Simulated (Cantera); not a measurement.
Input (Python, Cantera):

```python
import numpy as np
import cantera as ct

gas = ct.Solution("gri30.yaml")
gas.TPX = 1100, 500000, {'H2': 1, 'O2': 0.217, 'N2': 2.3}
reactor = ct.IdealGasConstPressureReactor(gas, energy="on", clone=False)
net = ct.ReactorNet([reactor])
net.rtol, net.atol = 1e-08, 1e-16
show = ['H2', 'O2', 'H2O2', 'N2O', 'H']
times = np.geomspace(1e-06, 0.2, 12)

steps = ct.SolutionArray(gas, extra=["t"])
rows = []
print(f"{'t/s':>10s}{'T/K':>9s}{'P/Pa':>11s}" + "".join(f"{s:>11s}" for s in show))
for t in times:
    while net.time < t:
        t_next = net.step()
        steps.append(gas.state, t=t_next)
    rows.append([np.interp(t, steps.t, y) for y in (steps.T, steps.P, *steps(*show).X.T)])
    print(f"{t:10.3e}{rows[-1][0]:9.1f}{rows[-1][1]:11.4g}" + "".join(f"{x:11.3e}" for x in rows[-1][2:]))
rate = np.gradient(steps.T, steps.t)
print("integrator steps:", len(steps.t))
if steps.T.max() > steps.T[0] + 200:
    print(f"time of steepest temperature rise: {steps.t[rate.argmax()]:.4e} s")
gas.TPX = 1100, 500000, {'H2': 1, 'O2': 0.217, 'N2': 2.3}
gas.equilibrate("HP")
print(f"equilibrium (HP): T = {gas.T:.1f} K  " + "  ".join(f"{s} {gas[s].X[0]:.3e}" for s in show))
```

It prints:

```
       t/s      T/K       P/Pa         H2         O2       H2O2        N2O          H
 1.000e-06   1100.0      5e+05  2.843e-01  6.170e-02  1.623e-12  6.013e-17  6.104e-10
 3.033e-06   1100.0      5e+05  2.843e-01  6.170e-02  2.006e-11  5.943e-16  1.491e-09
 9.201e-06   1100.0      5e+05  2.843e-01  6.170e-02  2.799e-10  4.420e-15  2.764e-09
 2.791e-05   1100.0      5e+05  2.843e-01  6.170e-02  3.679e-09  2.708e-14  4.075e-09
 8.465e-05   1100.0      5e+05  2.843e-01  6.170e-02  4.556e-08  2.055e-13  9.528e-09
 2.568e-04   1100.0      5e+05  2.843e-01  6.169e-02  1.124e-06  4.301e-12  1.101e-07
 7.789e-04   1994.7      5e+05  1.707e-01  2.623e-07  1.248e-09  5.835e-10  1.493e-03
 2.363e-03   2002.4      5e+05  1.713e-01  1.240e-08  6.629e-11  2.027e-10  3.360e-04
 7.166e-03   2002.5      5e+05  1.713e-01  1.032e-08  5.594e-11  1.817e-10  3.086e-04
 2.174e-02   2002.5      5e+05  1.713e-01  1.032e-08  5.593e-11  1.816e-10  3.086e-04
 6.594e-02   2002.5      5e+05  1.713e-01  1.032e-08  5.593e-11  1.819e-10  3.086e-04
 2.000e-01   2002.5      5e+05  1.713e-01  1.032e-08  5.593e-11  1.828e-10  3.086e-04
integrator steps: 1769
time of steepest temperature rise: 5.5029e-04 s
equilibrium (HP): T = 2002.5 K  H2 1.713e-01  O2 1.032e-08  H2O2 5.593e-11  N2O 1.908e-10  H 3.085e-04
```

Detailed kinetics in Cantera: GRI-Mech 3.0 (53 species, 325 reactions). The hydrogen kinetics of GRI-Mech 3.0 are dated; newer H2 mechanisms differ, most at raised pressure.
